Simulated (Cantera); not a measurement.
An adiabatic, constant-pressure homogeneous reactor starts with CH₄ : H₂ : O₂ : N₂ = 1 : 0.54 : 3.29 : 12.4 (molar parts), at 1748 K and 0.750 bar. Integrator tolerance rtol = 1e-08.

Model: GRI-Mech 3.0 (53 species, 325 reactions), integrated in Cantera.

```json
[
 {"quantity": "time of steepest temperature rise", "before": "79.1 µs", "after": "60.6 µs"},
 {"quantity": "temperature at 7.00 s", "before": "2697 K", "after": "2715 K"},
 {"quantity": "equilibrium temperature", "before": "2697 K", "after": "2715 K"},
 {"quantity": "x(CH₄) at 7.00 s", "before": "<1e-12 (gas-phase equilibrium <1e-12)", "after": "<1e-12 (gas-phase equilibrium <1e-12)"},
 {"quantity": "x(H₂) at 7.00 s", "before": "0.00872 (gas-phase equilibrium 0.00872)", "after": "0.00826 (gas-phase equilibrium 0.00826)"},
 {"quantity": "x(O₂) at 7.00 s", "before": "0.0555 (gas-phase equilibrium 0.0555)", "after": "0.0551 (gas-phase equilibrium 0.0551)"},
 {"quantity": "x(CH₃) at 7.00 s", "before": "<1e-12 (gas-phase equilibrium <1e-12)", "after": "<1e-12 (gas-phase equilibrium <1e-12)"},
 {"quantity": "x(CH₂) at 7.00 s", "before": "<1e-12 (gas-phase equilibrium <1e-12)", "after": "<1e-12 (gas-phase equilibrium <1e-12)"},
 {"quantity": "x(NO₂) at 7.00 s", "before": "5.04e-6 (gas-phase equilibrium 5.04e-6)", "after": "5.85e-6 (gas-phase equilibrium 5.85e-6)"},
 {"quantity": "x(CH₂CO) at 7.00 s", "before": "<1e-12 (gas-phase equilibrium <1e-12)", "after": "<1e-12 (gas-phase equilibrium <1e-12)"}
]
```

Q: Which change was made?
A. initial temperature 1748 to 1225 K
B. pressure from 0.750 bar to 1.60 bar
C. pressure from 0.750 bar to 1.00 bar
D. pressure from 0.750 bar to 10.0 bar

A: C, pressure from 0.750 bar to 1.00 bar
